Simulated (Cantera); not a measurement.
An isothermal, constant-pressure homogeneous reactor starts with N₂O : H₂ : N₂ = 1 : 0.0026 : 3.7 (molar parts), at 1523 K and 4.88 Torr.

Detailed kinetics in Cantera: GRI-Mech 3.0 (53 species, 325 reactions). GRI-Mech 3.0 was tuned for natural gas; its chemistry of N2O as a main component is partial and can be far from experiment. Radical loss at walls, strong at low pressure, is not modelled. The temperature is held fixed by assumption; the heat of reaction is taken as removed at once.

One state of this run: x N₂O = 0.210; x H₂ = 0.000370; x HO₂ = 5.47e-6; x OH = 8.97e-5; x N₂ = 0.788; x NO = 0.000470. x: mole fraction; the columns are a selection and need not sum to one.

### Question
Which value of t (s) does it belong to?
A) 0.00452
B) 9.41
C) 1.00e-5
D) 0.0208

### Answer
D, 0.0208
